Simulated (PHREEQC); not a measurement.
1 kg of water holding 0.019 mol NaHCO3 meets 20 L of dry gas (CO2 0.71, H2 0.29 by moles) at fixed total pressure, at 25 °C; fugacities by Peng-Robinson. The gases take part in no redox reaction, some water evaporates into the gas, and hydrates or a liquid gas phase aren't modelled. Precipitation was switched off in this run.

The numbers come from PHREEQC with the ion-association model, phreeqc.dat.

```tsv
P (atm)	dissolved CO2 (all carbonate carbon) (mol/kgw)	φ of CO2	p of CO2 (atm)	dissolved H2 (mol/kgw)
1	0.0419	0.995	0.680	0.000228
2	?	0.990	1.38	0.000464
3	?	?	2.08	0.000701
5	?	0.974	3.49	0.00118
7.5	?	0.961	5.24	0.00177
10	0.243	0.949	7.00	0.00237
15	?	?	10.5	0.00357
20	0.442	?	14.0	0.00479
30	0.616	0.852	21.1	0.00727
40	0.766	0.806	28.1	0.00984
```

Question: Fill in the missing entries.

Answer: 
- 2, dissolved CO2 (all carbonate carbon) (mol/kgw): 0.0653
- 3, dissolved CO2 (all carbonate carbon) (mol/kgw): 0.0885
- 3, φ of CO2: 0.984
- 5, dissolved CO2 (all carbonate carbon) (mol/kgw): 0.134
- 7.5, dissolved CO2 (all carbonate carbon) (mol/kgw): 0.189
- 15, dissolved CO2 (all carbonate carbon) (mol/kgw): 0.346
- 15, φ of CO2: 0.924
- 20, φ of CO2: 0.900

Species that the database lacks are ignored.
